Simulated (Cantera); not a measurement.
A perfectly stirred reactor is fed with CH₄ : O₂ : N₂ = 1 : 1.54 : 5.78 (molar parts), equivalence ratio 1.3, at 1.58 atm; it is adiabatic with a 473 K inlet, and is followed from long to short residence time, starting on the burning branch (τ in s: 0.078, 0.03, 0.011, 0.0042, 0.0016, 0.0006, 0.00023, 8.6e-05, 3.3e-05, 1.2e-05, 4.7e-06).

Model: GRI-Mech 3.0 (53 species, 325 reactions), integrated in Cantera.

### Question
What does this change do: O2 1.54 to 2.3 parts?

### Answer
| quantity | before | after |
|---|---|---|
| blow-out, bracketed by the residence times tried | burning at 0.230 ms, out at 86.0 µs | burning at 33.0 µs, out at 12.0 µs |
| x(CH₄) at τ = 78.0 ms | 2.91e-5 | 8.02e-7 |
| x(O₂) at τ = 78.0 ms | 9.51e-5 | 0.0350 |
| x(C₂H) at τ = 78.0 ms | 4.33e-10 | <1e-12 |
| x(O) at τ = 78.0 ms | 2.03e-5 | 0.00209 |
| x(H₂O₂) at τ = 78.0 ms | 8.35e-9 | 3.35e-7 |
| x(CH₄) at τ = 0.600 ms | 0.000350 | 6.93e-5 |
| x(O₂) at τ = 0.600 ms | 0.00251 | 0.0431 |
| x(C₂H) at τ = 0.600 ms | 7.22e-8 | 3.83e-10 |
| x(O) at τ = 0.600 ms | 0.000310 | 0.00414 |
| x(H₂O₂) at τ = 0.600 ms | 9.75e-8 | 3.23e-7 |
